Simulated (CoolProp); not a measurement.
Saturation properties of isohexane.

The numbers come from the reference Helmholtz-energy equation of state, Lemmon 2006 in CoolProp. It is a short technical equation, of lower accuracy than the large ones.

| T (°C) | p (kPa) | liquid density (kg/m³) | vapour density (kg/m³) | liquid cp (kJ/(kg K)) | surface tension (mN/m) |
|---|---|---|---|---|---|
| -8.15 | 5.827 | 678.3 | 0.2294 | 2.084 | 20.3 |
| 13.95 | 17.50 | 658.6 | 0.6408 | 2.184 | 18.0 |
| 36.05 | 43.74 | 638.3 | 1.507 | 2.289 | 15.8 |
| 58.15 | 94.84 | 617.1 | 3.111 | 2.401 | 13.6 |
| 80.25 | 184.0 | 594.8 | 5.823 | 2.519 | 11.5 |
| 102.25 | 326.0 | 570.9 | 10.10 | 2.646 | 9.40 |
| 124.35 | 539.7 | 544.8 | 16.65 | 2.789 | 7.41 |
| 146.45 | 844.3 | 515.3 | 26.48 | 2.958 | 5.50 |
| 168.55 | 1262 | 480.9 | 41.47 | 3.185 | 3.70 |
| 190.65 | 1820 | 437.1 | 65.89 | 3.580 | 2.03 |
| 212.75 | 2555 | 369.3 | 115.3 | 5.114 | 0.576 |

It boils at 60.2 °C under 1 atm.

Surface tension comes from a separate correlation (Mulero 2012).
